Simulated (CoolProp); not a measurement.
Propyne at 336.66 K and 11.2 MPa is throttled through a valve to 4.81 MPa with no heat exchange. Each further row changes one setting.

Model: reference Helmholtz-energy equation of state, Polt 1992, in CoolProp. This equation is an older, rougher fit; its heat capacities, sound speeds and derivatives of the liquid may be far off and weren't checked against measurements.

| case | temperature change (K) | final phase | final density (kg/m³) |
|---|---|---|---|
| as stated | -0.0 | liquid | 554 |
| outlet pressure 1.44 MPa | -3.6 | two-phase, vapour fraction 0.022 | 381 |
| outlet pressure 6.25 MPa | +0.1 | liquid | 558 |
